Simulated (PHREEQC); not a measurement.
Dissolve 0.041 mol/kgw HF and 0.4 mol/kgw NaF at 20 °C. Closed to the air; pH follows from the charge balance.

Equilibrium calculation in PHREEQC: ion-association model, phreeqc.dat.

Precipitation was switched off in this run.

### Question
Estimate the pH.

### Answer
pH 4.20.

### Question
In which forms is F present?

### Answer
F- 78 %, HF2- 10 %, NaF 7.3 %, HF 4.1 % of the F.

Species that the database lacks are ignored.
